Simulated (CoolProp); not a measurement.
A single-stage vapour-compression cycle with nitrous oxide: evaporating at 220.15 K (dew point), condensing at 290.15 K (bubble point), superheat 5 K, subcooling 8 K, compressor efficiency 0.7, no pressure losses. Each further row changes one setting.

The numbers come from the reference Helmholtz-energy equation of state, Lemmon 2006 in CoolProp. It is a short technical equation, of lower accuracy than the large ones.

| case | cooling COP | pressure ratio | discharge temperature (K) | refrigerating effect (kJ/kg) | volumetric capacity (kJ/m³) |
|---|---|---|---|---|---|
| as stated | 1.44 | 8.20 | 407.4 | 212 | 3120 |
| evaporating temperature 225.15 K | 1.62 | 6.74 | 395.1 | 214 | 3800 |
| condensing temperature 285.15 K | 1.62 | 7.30 | 395.6 | 223 | 3290 |
| subcooling 13 K | 1.52 | 8.20 | 407.4 | 224 | 3300 |
| superheat 15 K | 1.42 | 8.20 | 423.5 | 221 | 3080 |
| compressor efficiency 0.6 | 1.23 | 8.20 | 429.5 | 212 | 3120 |
